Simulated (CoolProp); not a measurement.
Vapour-liquid equilibrium of ethanol (1) + p-xylene (2) at 82.45 °C; x and y are mole fractions of (1).

Model: multi-fluid Helmholtz-energy mixture model, Schroeder 2014 and Zhou 2012; pair parameters Bell 2016, in CoolProp.

```
x      bubble pressure, mixture model (bar)  bubble pressure, Raoult's law (bar)  y, mixture model  y, Raoult's law
-----  ------------------------------------  -----------------------------------  ----------------  ---------------
0.05                                 0.4871                               0.2223             0.657            0.267
0.125                                0.7496                               0.2983             0.785            0.497
0.2                                  0.8729                               0.3744             0.821            0.633
0.275                                0.9285                               0.4504             0.835            0.724
0.35                                 0.9537                               0.5264             0.841            0.788
0.425                                0.9680                               0.6025             0.845            0.836
0.5                                  0.9813                               0.6785             0.850            0.874
0.575                                0.9984                               0.7545             0.856            0.903
0.65                                  1.021                               0.8306             0.867            0.928
0.725                                 1.050                               0.9066             0.883            0.948
0.8                                   1.084                               0.9826             0.905            0.965
0.875                                 1.121                                1.059             0.935            0.980
0.95                                  1.160                                1.135             0.972            0.992
```

The largest gap from Raoult's law is +151.3 % in bubble pressure, at x = 0.125. No azeotrope shows between x = 0.05 and 0.95.

The pair parameters rest on a limited set of measurements; away from them the model extrapolates. With so large a gap from Raoult's law the liquid may split in two, which this calculation doesn't test in full.
